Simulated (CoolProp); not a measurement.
Saturation properties of cyclohexane (Tc = 280.5 °C, pc = 40.81 bar, ω = 0.209).

Values from CoolProp's reference Helmholtz-energy equation of state, Zhou 2014.

| T (°C) | p (bar) | liquid density (kg/m³) | enthalpy of vaporisation (kJ/kg) | liquid cp (kJ/(kg K)) | surface tension (mN/m) | vapour viscosity (µPa s) |
|---|---|---|---|---|---|---|
| 45.25 | 0.3029 | 754.6 | 379.7 | 1.955 | 22.0 | 7.40 |
| 56.65 | 0.4618 | 743.5 | 372.4 | 2.010 | 20.7 | 7.63 |
| 67.95 | 0.6788 | 732.3 | 365.0 | 2.065 | 19.4 | 7.85 |
| 79.25 | 0.9694 | 720.9 | 357.4 | 2.120 | 18.1 | 8.07 |
| 90.55 | 1.349 | 709.4 | 349.6 | 2.177 | 16.8 | 8.30 |
| 101.95 | 1.840 | 697.5 | 341.4 | 2.236 | 15.5 | 8.54 |
| 113.25 | 2.451 | 685.4 | 333.1 | 2.296 | 14.3 | 8.78 |
| 124.55 | 3.204 | 673.1 | 324.3 | 2.357 | 13.1 | 9.03 |
| 135.95 | 4.130 | 660.2 | 315.1 | 2.422 | 11.9 | 9.31 |
| 147.25 | 5.232 | 647.1 | 305.5 | 2.490 | 10.7 | 9.60 |
| 158.55 | 6.539 | 633.4 | 295.3 | 2.561 | 9.59 | 9.92 |
| 169.85 | 8.074 | 619.1 | 284.4 | 2.637 | 8.49 | 10.3 |
| 181.25 | 9.875 | 604.0 | 272.6 | 2.719 | 7.40 | 10.7 |
| 192.55 | 11.94 | 588.1 | 260.0 | 2.809 | 6.35 | 11.1 |

It boils at 80.7 °C under 1 atm.

Viscosity comes from a separate model (Tariq 2014). Surface tension comes from a separate correlation (Mulero 2012).
